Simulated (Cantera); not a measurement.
A closed system holds: 1 mol Cu₂O, 3.7 mol C, 18 mol N₂, equilibrated at 44.0 mbar.

These are equilibrium values from Cantera (NASA tables, ideal gas, pure condensed phases), not measurements of a reactor. Candidate condensed phases: C, Cu, CuO, Cu₂O; 27 gas species. Kinetics and transport are ignored.

Question: Which condensed phases are stable at each of these points (T (K)): 1150, 1225, 1300, 1375, 1450, 1525, 1600, 1675, 1750, 1825, 1900, 1975?

Answer: 
```tsv
T (K)	condensed phases	Cu condensed (%)
1150	C(graphite) + Cu(s)	100.0
1225	C(graphite) + Cu(s)	100.0
1300	C(graphite) + Cu(s)	100.0
1375	C(graphite) + Cu(l)	100.0
1450	C(graphite) + Cu(l)	99.9
1525	C(graphite) + Cu(l)	99.7
1600	C(graphite) + Cu(l)	99.1
1675	C(graphite) + Cu(l)	97.5
1750	C(graphite) + Cu(l)	93.5
1825	C(graphite) + Cu(l)	84.1
1900	C(graphite) + Cu(l)	63.6
1975	C(graphite) + Cu(l)	19.7
```

From 1150 K to 1300 K the condensed part is C(graphite) + Cu(s). From 1375 K to 1975 K the condensed part is C(graphite) + Cu(l).
